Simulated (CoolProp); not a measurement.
Fluorine along the isobar 20 MPa: density (kg/m³) from the reference equation and from simpler models built on Tc = 144.4 K, pc = 5.240 MPa, ω = 0.045; each cubic takes its own stable root.

Computed with CoolProp (reference Helmholtz-energy equation of state, de Reuck 1990).

```json
[
 {"T (K)": "105.6", "phase": "liquid", "reference": "1421"},
 {"T (K)": "114.6", "phase": "liquid", "reference": "1361"},
 {"T (K)": "123.5", "phase": "liquid", "reference": "1298"},
 {"T (K)": "132.4", "phase": "liquid", "reference": "1232"},
 {"T (K)": "141.3", "phase": "liquid", "reference": "1162"},
 {"T (K)": "150.3", "phase": "supercritical", "reference": "1086"},
 {"T (K)": "159.2", "phase": "supercritical", "reference": "1004"},
 {"T (K)": "168.1", "phase": "supercritical", "reference": "917.3"}
]
```

### Question
How far does each simpler model (van der Waals, Redlich-Kwong, Peng-Robinson) lie from the reference over these 8 states: mean and median of the absolute difference, and the worst?

### Answer
- van der Waals: mean 23.2 %, median 24.1 %, worst -27.8 % at 105.6 K and 20 MPa
- Redlich-Kwong: mean 1.8 %, median 1.5 %, worst -3.8 % at 168.1 K and 20 MPa
- Peng-Robinson: mean 9.5 %, median 10.1 %, worst +13.2 % at 105.6 K and 20 MPa
